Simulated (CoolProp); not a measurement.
Vapour-liquid equilibrium of ethane (1) + n-perfluorobutane (2) at 283.9 K; x and y are mole fractions of (1).

Computed with CoolProp (multi-fluid Helmholtz-energy mixture model, Bücker 2006 and Gao 2022; pair parameters Bell 2016).

```json
[
 {"x": "0.05", "bubble pressure, mixture model (bar)": "3.510", "bubble pressure, Raoult's law (bar)": "3.099", "y, mixture model": "0.523", "y, Raoult's law": "0.495"},
 {"x": "0.125", "bubble pressure, mixture model (bar)": "6.381", "bubble pressure, Raoult's law (bar)": "5.278", "y, mixture model": "0.735", "y, Raoult's law": "0.727"},
 {"x": "0.2", "bubble pressure, mixture model (bar)": "9.137", "bubble pressure, Raoult's law (bar)": "7.456", "y, mixture model": "0.813", "y, Raoult's law": "0.823"},
 {"x": "0.275", "bubble pressure, mixture model (bar)": "11.64", "bubble pressure, Raoult's law (bar)": "9.634", "y, mixture model": "0.853", "y, Raoult's law": "0.876"},
 {"x": "0.35", "bubble pressure, mixture model (bar)": "13.82", "bubble pressure, Raoult's law (bar)": "11.81", "y, mixture model": "0.876", "y, Raoult's law": "0.909"},
 {"x": "0.425", "bubble pressure, mixture model (bar)": "15.72", "bubble pressure, Raoult's law (bar)": "13.99", "y, mixture model": "0.892", "y, Raoult's law": "0.932"},
 {"x": "0.5", "bubble pressure, mixture model (bar)": "17.41", "bubble pressure, Raoult's law (bar)": "16.17", "y, mixture model": "0.904", "y, Raoult's law": "0.949"},
 {"x": "0.575", "bubble pressure, mixture model (bar)": "18.98", "bubble pressure, Raoult's law (bar)": "18.35", "y, mixture model": "0.915", "y, Raoult's law": "0.962"},
 {"x": "0.65", "bubble pressure, mixture model (bar)": "20.56", "bubble pressure, Raoult's law (bar)": "20.53", "y, mixture model": "0.925", "y, Raoult's law": "0.972"},
 {"x": "0.725", "bubble pressure, mixture model (bar)": "22.23", "bubble pressure, Raoult's law (bar)": "22.70", "y, mixture model": "0.936", "y, Raoult's law": "0.980"},
 {"x": "0.8", "bubble pressure, mixture model (bar)": "24.11", "bubble pressure, Raoult's law (bar)": "24.88", "y, mixture model": "0.949", "y, Raoult's law": "0.987"},
 {"x": "0.875", "bubble pressure, mixture model (bar)": "26.27", "bubble pressure, Raoult's law (bar)": "27.06", "y, mixture model": "0.965", "y, Raoult's law": "0.992"},
 {"x": "0.95", "bubble pressure, mixture model (bar)": "28.79", "bubble pressure, Raoult's law (bar)": "29.24", "y, mixture model": "0.984", "y, Raoult's law": "0.997"}
]
```

The largest gap from Raoult's law is +22.5 % in bubble pressure, at x = 0.2. No azeotrope shows between x = 0.05 and 0.95.

The pair parameters rest on a limited set of measurements; away from them the model extrapolates. The gap from Raoult's law changes sign with composition, which may be real or a fault of the pair parameters; it wasn't checked against measurements.
